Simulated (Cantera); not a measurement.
What does this Cantera script print?

```python
import numpy as np
import cantera as ct

gas_names = [...]  # 95 gases of nasa_gas.yaml made of C, F, H
cond_names = """
    C(gr) C6H6(L) C7H8(L) C8H18(L),n-octa
""".split()


# ... load() reads the species with a 1 bar reference pressure and builds the phases ...
atoms = {
    'c-C4F8': {'C': 4, 'F': 8},
    'H2': {'H': 2},
    'CH4': {'C': 1, 'H': 4},
}
top_T = {'C(gr)': 4500}  # K; cautious upper limits of use, not melting points


# ... equilibrate(T, P, feed) seeds the gas with the atoms and calls Mixture.equilibrate('TP', solver="vcs", rtol=1e-11, max_steps=5000) ...
results = []
feed = {'c-C4F8': 1, 'H2': 0.21, 'CH4': 0.58}  # mol
P = 133.322  # Pa
for T in [1598, 1623, 1648, 1673, 1698, 1723, 1748, 1773, 1798, 1823, 1848, 1873]:
    mix = equilibrate(T, P, feed)
    results.append((T, P, feed, dict(zip(mix.species_names, mix.species_moles))))

top = {s: max(r[3][s] / sum(r[3][g] for g in gas_names) for r in results) for s in gas_names}
cols = sorted((s for s in top if top[s] > 0.0001), key=lambda s: -top[s])[:6]
seen = [c for c in cond_names if any(r[3].get(c, 0) > 1e-12 for r in results)]
print("log10 of partial pressures in bar; condensed amounts in mol")
print(f"{'T/K':>10s}" + "".join(f"{s[:9]:>10s}" for s in cols + seen))
for T, P, feed, n in results:
    ng = sum(n[g] for g in gas_names)
    print(f"{T:10.4g}" + "".join(f"{np.log10(max(n[s] / ng * P / 1e5, 1e-99)):10.3f}" for s in cols)
          + "".join(f"{n.get(c, 0):10.4g}" for c in seen))
```

Result:

```
log10 of partial pressures in bar; condensed amounts in mol
       T/K        HF       CF4       CF2         F       CF3     C(gr)
      1598    -3.046    -3.367    -5.457    -5.871    -6.545      3.26
      1623    -3.047    -3.369    -5.318    -5.712    -6.432     3.259
      1648    -3.047    -3.370    -5.183    -5.557    -6.323     3.257
      1673    -3.048    -3.373    -5.052    -5.408    -6.218     3.254
      1698    -3.049    -3.376    -4.926    -5.263    -6.116      3.25
      1723    -3.050    -3.379    -4.804    -5.123    -6.018     3.246
      1748    -3.051    -3.384    -4.686    -4.986    -5.924      3.24
      1773    -3.053    -3.391    -4.572    -4.855    -5.834     3.233
      1798    -3.056    -3.399    -4.463    -4.727    -5.747     3.224
      1823    -3.059    -3.410    -4.358    -4.603    -5.665     3.214
      1848    -3.063    -3.423    -4.257    -4.484    -5.588     3.201
      1873    -3.068    -3.440    -4.161    -4.368    -5.516     3.186
```

Cantera equilibrium calculation (NASA polynomials, part measured and part estimated; ideal gas, pure solids and liquids). The feed counts by its element totals alone. Gases not in the tables: C2F6 and larger saturated fluorocarbons.
